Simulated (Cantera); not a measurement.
Input (Python, Cantera):

```python
import numpy as np
import cantera as ct

gas = ct.Solution("gri30.yaml")
gas.TPX = 600, 100000, {'CH4': 1, 'O2': 1.82, 'N2': 6.84}
flame = ct.FreeFlame(gas, width=0.04)
flame.set_refine_criteria(ratio=3, slope=0.08, curve=0.16)
flame.transport_model = "mixture-averaged"
flame.solve(loglevel=0, auto=True)
flame.transport_model = "multicomponent"
flame.soret_enabled = True
flame.solve(loglevel=0, refine_grid=True)
z, T = flame.grid, flame.T
thick = (T[-1] - T[0]) / np.gradient(T, z).max()
show = ['CH4', 'O2', 'HCN', 'H2', 'CO', 'C2H2']
print(f"laminar burning velocity  {flame.velocity[0] * 100:.3f} cm/s")
print(f"burnt temperature         {T[-1]:.1f} K")
print(f"thermal thickness         {thick * 1e3:.4f} mm")
print(f"grid points               {len(z)}")
z0 = z[flame.heat_release_rate.argmax()]
print(f"{'z/mm':>9s}{'T/K':>9s}{'u/(m/s)':>9s}" + "".join(f"{s:>11s}" for s in show))
rows = []
for k in (-3, -2, -1.5, -1, -0.5, -0.25, 0, 0.25, 0.5, 1, 2, 4, 8):
    zz = z0 + k * thick
    rows.append([k * thick, np.interp(zz, z, T), np.interp(zz, z, flame.velocity),
                 *(np.interp(zz, z, flame.X[gas.species_index(s)]) for s in show)])
    print(f"{rows[-1][0] * 1e3:9.3f}{rows[-1][1]:9.1f}{rows[-1][2]:9.3f}" + "".join(f"{x:11.3e}" for x in rows[-1][3:]))
```

Output:

```
laminar burning velocity  129.113 cm/s
burnt temperature         2381.9 K
thermal thickness         0.3306 mm
grid points               153
     z/mm      T/K  u/(m/s)        CH4         O2        HCN         H2         CO       C2H2
   -0.992    600.1    1.292  1.034e-01  1.883e-01  4.758e-11  7.966e-04  2.267e-06  2.032e-09
   -0.661    601.5    1.297  1.031e-01  1.879e-01  7.889e-10  2.331e-03  2.819e-05  3.295e-08
   -0.496    608.5    1.315  1.020e-01  1.873e-01  6.935e-09  4.468e-03  1.861e-04  2.834e-07
   -0.331    661.0    1.435  9.699e-02  1.837e-01  8.458e-08  8.975e-03  1.581e-03  3.381e-06
   -0.165   1038.5    2.290  7.035e-02  1.523e-01  1.263e-06  1.921e-02  1.542e-02  5.164e-05
   -0.083   1449.6    3.241  3.944e-02  1.095e-01  3.514e-06  2.636e-02  3.540e-02  1.576e-04
    0.000   1839.3    4.163  9.953e-03  5.930e-02  7.497e-06  2.925e-02  5.668e-02  2.892e-04
    0.083   2009.2    4.559  8.491e-04  2.932e-02  7.441e-06  2.481e-02  5.924e-02  7.501e-05
    0.165   2052.5    4.644  3.639e-05  1.853e-02  3.497e-06  2.151e-02  5.178e-02  3.778e-06
    0.331   2092.6    4.710  6.467e-08  1.336e-02  5.259e-07  2.075e-02  4.284e-02  5.061e-09
    0.661   2143.3    4.804  2.022e-11  1.109e-02  2.550e-08  2.031e-02  3.861e-02  1.424e-12
    1.323   2206.6    4.927 -1.229e-15  8.956e-03  1.748e-10  1.880e-02  3.662e-02 -8.396e-15
    2.645   2273.1    5.053  1.237e-15  6.613e-03  2.039e-11  1.683e-02  3.441e-02  6.230e-16
```

Computed with Cantera and GRI-Mech 3.0 (53 species, 325 reactions). Burning velocities carry a grid error of a few per cent, more on coarse grids.
